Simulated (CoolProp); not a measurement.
The numbers come from the reference Helmholtz-energy equation of state, Thol 2016 in CoolProp.

**Question.** Give the vapour pressure (bar), liquid density (kg/m³), vapour density (kg/m³), liquid cp (kJ/(kg K)) of saturated R1234ze(E) at 203.8, 228.1 K.

**Answer.** 
```csv
T (K),p (bar),liquid density (kg/m³),vapour density (kg/m³),liquid cp (kJ/(kg K))
203.8,0.0580,1420,0.392,1.22
228.1,0.279,1360,1.70,1.25
```
